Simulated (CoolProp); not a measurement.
A simple Rankine cycle with trans-2-butene: condensing at 305.15 K, boiler at 1.15 MPa, turbine inlet 374.9 K, turbine efficiency 0.9, pump efficiency 0.8, no recuperator. Each further row changes one setting.

The numbers come from the reference Helmholtz-energy equation of state, Lemmon 2005 in CoolProp. It is a short technical equation, of lower accuracy than the large ones.

| case | thermal efficiency (%) | net work (kJ/kg) | heat in (kJ/kg) | turbine exit temperature (K) | volume ratio over the turbine |
|---|---|---|---|---|---|
| as stated | (withheld) | (withheld) | 471 | 329.3 | (withheld) |
| turbine inlet 394.9 K | 11.6 | 59.8 | 514 | (withheld) | 3.91 |
| condensing temperature 297.15 K | 13.2 | 64.8 | 490 | 322.2 | 5.04 |
| boiler pressure 0.805 MPa | 9.0 | 43.4 | 484 | 342.8 | (withheld) |
| turbine efficiency 0.8 | (withheld) | 48.6 | 471 | (withheld) | 4.03 |

### Question
Some entries are withheld; supply them.

### Answer

- as stated, thermal efficiency (%): 11.7
- as stated, net work (kJ/kg): 54.9
- as stated, volume ratio over the turbine: 3.98
- turbine inlet 394.9 K, turbine exit temperature (K): 350.5
- boiler pressure 0.805 MPa, volume ratio over the turbine: 2.72
- turbine efficiency 0.8, thermal efficiency (%): 10.3
- turbine efficiency 0.8, turbine exit temperature (K): 332.9
